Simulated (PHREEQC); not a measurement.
Acid mine or pickling water

A made-up water analysis in mg/L, 55 °C, pH 2.89, pe 10.9: Na 524; K 43; Ca 553; Mg 103; Cl 415; S(6) as SO4 2340; Zn 42.8.

Na is adjusted to close the charge balance.
Valence states are taken as typed.

Equilibrium calculation in PHREEQC: ion-association model, wateq4f.dat.

Each row changes one thing in this solution. No solid was allowed to form.

| case | ionic strength (mol/kgw) | Na+ (mol/kgw) | SO4-2 (mol/kgw) | Ca+2 (mol/kgw) | CaSO4 (mol/kgw) | MgSO4 (mol/kgw) | SI of Gypsum (CaSO4:2H2O) | SI of Epsomite (MgSO4:7H2O) |
|---|---|---|---|---|---|---|---|---|
| as made | 0.0677 | 0.0180 | 0.0141 | 0.00861 | 0.00517 | 0.00227 | -0.06 | -3.37 |
| Ca from 553 to 276 mg/L | 0.0686 | 0.0311 | 0.0157 | 0.00413 | 0.00274 | 0.00237 | -0.33 | -3.35 |
| all concentrations times 2 at the same typed pH | 0.128 | 0.0374 | 0.0264 | 0.0160 | 0.0118 | 0.00502 | +0.31 | -3.02 |

Some of these states are supersaturated (in Gypsum, for instance). Away from 25 °C the constants follow the database's enthalpies or fits; those with neither stay at their 25 °C values.
